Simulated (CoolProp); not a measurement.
Vapour-liquid equilibrium of R143a (1) + isobutane (2) at 0.337 bar; x and y are mole fractions of (1).

The numbers come from the multi-fluid Helmholtz-energy mixture model, Lemmon and Jacobsen 2000 and Bücker 2006; pair parameters Bell 2016 in CoolProp.

Task: Give the bubble temperature and the first vapour's composition at x = 0.275, 0.425, 0.725. Is there an azeotrope?

Result: x = 0.275: -65.8 °C, y = 0.838; x = 0.425: -66.7 °C, y = 0.852; x = 0.725: -67.3 °C, y = 0.870. No azeotrope shows between x = 0.05 and 0.95.

Pair parameters are fitted to limited data, so mixtures are less certain than the pure fluids. With so large a gap from Raoult's law the liquid may split in two, which this calculation doesn't test in full.
